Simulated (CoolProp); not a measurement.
Saturation properties of carbon monoxide.

Model: reference Helmholtz-energy equation of state, Lemmon 2006, in CoolProp. It is a short technical equation, of lower accuracy than the large ones.

```tsv
T (°C)	p (bar)	enthalpy of vaporisation (kJ/kg)	vapour Z
-197.85	0.4605	223.1	0.9766
-195.45	0.6312	220.0	0.9706
-192.95	0.8575	216.7	0.9634
-190.45	1.141	213.2	0.9551
-187.95	1.492	209.6	0.9456
-185.45	1.918	205.8	0.9351
-182.95	2.429	201.9	0.9233
-180.45	3.036	197.7	0.9103
-178.05	3.716	193.6	0.8966
-175.55	4.538	188.9	0.8811
-173.05	5.484	184.0	0.8642
-170.55	6.566	178.8	0.8459
```

It boils at -191.5 °C under 1 atm.
